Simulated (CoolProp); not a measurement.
Vapour-liquid equilibrium of ethane (1) + n-pentane (2) at -10.45 °C; x and y are mole fractions of (1).

The numbers come from the multi-fluid Helmholtz-energy mixture model, Bücker 2006 and Thol 2019; pair parameters Kunz 2012 in CoolProp.

### Question
Give the bubble pressure and the first vapour's composition at x = 0.05, 0.35, 0.65. Is there an azeotrope?

### Answer
x = 0.05: 0.1001 MPa, y = 0.853; x = 0.35: 0.6170 MPa, y = 0.979; x = 0.65: 1.134 MPa, y = 0.991. No azeotrope shows between x = 0.05 and 0.95.

The pair parameters rest on a limited set of measurements; away from them the model extrapolates.
